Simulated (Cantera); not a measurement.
# Fe + CO₂ + H₂ (metals in furnace atmospheres)

Feed: 1 mol Fe, 0.016 mol CO₂, a varied amount of H₂, held at 1973.15 K and 27.0 mbar.

Method: chemical equilibrium by Gibbs-energy minimisation in Cantera with the NASA 1993 tables (ideal gas, pure condensed phases). Candidate condensed phases: C, C₆H₆, C₇H₈, C₈H₁₈, Fe, Fe(CO)₅, FeO, Fe(OH)₂, Fe(OH)₃, Fe₂O₃, Fe₃O₄, H₂O; 114 gas species. Rates play no part.

From 25 mol H₂ to 94 mol H₂ the condensed part is Fe(l). From 120 mol H₂ to 270 mol H₂ nothing is condensed. The main Fe-bearing gas is Fe throughout.

```csv
n(H₂) (mol),x H₂,x Fe,x H,x CO,x H₂O,n Fe(l)
25,0.981,0.00995,0.00814,0.000631,0.000630,0.748
33,0.981,0.00995,0.00814,0.000478,0.000477,0.667
43,0.981,0.00995,0.00814,0.000367,0.000366,0.566
56,0.981,0.00995,0.00814,0.000282,0.000281,0.435
72,0.981,0.00995,0.00814,0.000219,0.000219,0.273
94,0.982,0.00995,0.00814,0.000168,0.000168,0.0515
120,0.983,0.00823,0.00815,0.000132,0.000132,0
160,0.985,0.00619,0.00816,9.90e-5,9.89e-5,0
210,0.987,0.00472,0.00817,7.55e-5,7.54e-5,0
270,0.988,0.00367,0.00817,5.88e-5,5.87e-5,0
```
x: gas mole fraction; n: condensed amount in mol.
